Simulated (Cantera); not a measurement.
Input (Python, Cantera) and output of one run.

```python
import numpy as np
import cantera as ct

gas_names = """
    C CO CO2 C2 C2O C3 C3O2 C4 C5 Fe FeC5O5 FeO O O2 O3
""".split()
cond_names = """
    C(gr) Fe(a) Fe(c) Fe(d) Fe(L) FeC5O5(L) FeO(s) FeO(L) Fe2O3(s) Fe3O4(s)
""".split()


# ... load() reads the species with a 1 bar reference pressure and builds the phases ...
atoms = {
    'Fe3O4': {'Fe': 3, 'O': 4},
    'CO': {'C': 1, 'O': 1},
}
top_T = {'C(gr)': 4500, 'Fe2O3(s)': 1830, 'Fe3O4(s)': 1870}  # K; cautious upper limits of use, not melting points


# ... equilibrate(T, P, feed) seeds the gas with the atoms and calls Mixture.equilibrate('TP', solver="vcs", rtol=1e-11, max_steps=5000) ...
results = []
feed = {'Fe3O4': 1, 'CO': 1.2}  # mol
T = 1098  # K
P = 200  # Pa
mix = equilibrate(T, P, feed)
results.append((T, P, feed, dict(zip(mix.species_names, mix.species_moles))))
x = sorted(zip(gas.X, gas.species_names), reverse=True)
print(f"T = {T:g} K  P = {P:g} Pa  gas = {mix.phase_moles(0):.4g} mol")
print("   x: " + "  ".join(f"{s} {v:.3e}" for v, s in x if v > 1e-05))
print("   condensed (mol): " + ("  ".join(f"{mix.phase(i).name} {mix.phase_moles(i):.4g}"
      for i in range(1, mix.n_phases) if mix.phase_moles(i) > 1e-12) or "none"))
```

Output:

```
T = 1098 K  P = 200 Pa  gas = 1.2 mol
   x: CO2 8.333e-01  CO 1.667e-01
   condensed (mol): FeO(s) 3
```

These are equilibrium values from Cantera (NASA tables, ideal gas, pure condensed phases), not measurements of a reactor. The tables' stoichiometric FeO is somewhat more stable than real wüstite, so its field is too wide. FeO: taken at fixed stoichiometry.
